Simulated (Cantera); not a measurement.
Cantera run:

```python
import numpy as np
import cantera as ct

gas_names = """
    H2 BCL3 F BF3 HCL
""".split()
cond_names = """

""".split()


# ... load() reads the species with a 1 bar reference pressure and builds the phases ...
species = {s.name: s for s in load("nasa_gas.yaml", gas_names) + load("nasa_condensed.yaml", cond_names)}
# Each term lists the table entries of one substance; the one whose range holds T is used.
reactions = {
    '3 H2(g) + 2 BCl3(g) + 6 F(g) = 2 BF3(g) + 6 HCl(g)':
        [(-3, ['H2']), (-2, ['BCL3']), (-6, ['F']), (2, ['BF3']), (6, ['HCL'])],
}


def pick(names, T):
    return next(species[n] for n in names if species[n].thermo.min_temp <= T <= species[n].thermo.max_temp)


results = []
for label, terms in reactions.items():
    print(label)
    print("     T/K   dH/kJ  dS/(J/K)   dG/kJ   log10 K")
    for T in [1600, 1700, 1800, 1900, 2000, 2100, 2200, 2300, 2400, 2500]:
        used = [(nu, pick(names, T)) for nu, names in terms]
        dH = sum(nu * s.thermo.h(T) for nu, s in used) / 1e6
        dS = sum(nu * s.thermo.s(T) for nu, s in used) / 1e3
        dG = dH - T * dS / 1e3
        logK = -dG * 1e6 / (ct.gas_constant * T * np.log(10))
        results.append((label, T, dH, dS, dG, logK, [s.name for _, s in used]))
        print(f"{T:8g} {dH:8.1f} {dS:8.1f} {dG:8.1f} {logK:8.2f}")
```

It prints:

```
3 H2(g) + 2 BCl3(g) + 6 F(g) = 2 BF3(g) + 6 HCl(g)
     T/K   dH/kJ  dS/(J/K)   dG/kJ   log10 K
    1600  -2550.8   -379.1  -1944.2    63.47
    1700  -2552.9   -380.4  -1906.3    58.57
    1800  -2554.8   -381.5  -1868.2    54.21
    1900  -2556.6   -382.4  -1830.0    50.31
    2000  -2558.3   -383.3  -1791.7    46.79
    2100  -2560.0   -384.1  -1753.3    43.61
    2200  -2561.5   -384.8  -1714.9    40.72
    2300  -2563.0   -385.5  -1676.4    38.07
    2400  -2564.5   -386.1  -1637.8    35.64
    2500  -2565.9   -386.7  -1599.1    33.41
```

Cantera with NASA thermochemical tables; ideal gases at 1 bar, condensed phases pure. Condensed species are held in their standard states even where they would react or evaporate.
